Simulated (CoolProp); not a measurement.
Vapour-liquid equilibrium of carbon dioxide (1) + R123 (2) at 263.7 K; x and y are mole fractions of (1).

Values from CoolProp's multi-fluid Helmholtz-energy mixture model, Span 1996 and Younglove 1994; pair parameters Bell 2016.

```csv
x,bubble pressure (MPa),y at the bubble point,dew pressure at overall composition x (MPa),liquid density (mol/L)
0.05,0.1164,0.824,0.02191,10.47
0.125,0.2545,0.922,0.02379,11.02
0.2,0.3929,0.951,0.02602,11.62
0.275,0.5374,0.966,0.02871,12.27
0.35,0.6928,0.975,0.03201,12.99
0.425,0.8626,0.981,0.03617,13.77
0.5,1.049,0.986,0.04156,14.62
0.575,1.254,0.989,0.04884,15.56
0.65,1.477,0.992,0.05921,16.58
0.725,1.717,0.994,0.07515,17.70
0.8,1.970,0.996,0.1028,18.91
0.875,2.233,0.998,0.1626,20.19
0.95,2.504,0.999,0.3848,21.48
```

No azeotrope shows between x = 0.05 and 0.95.

Pair parameters are fitted to limited data, so mixtures are less certain than the pure fluids.
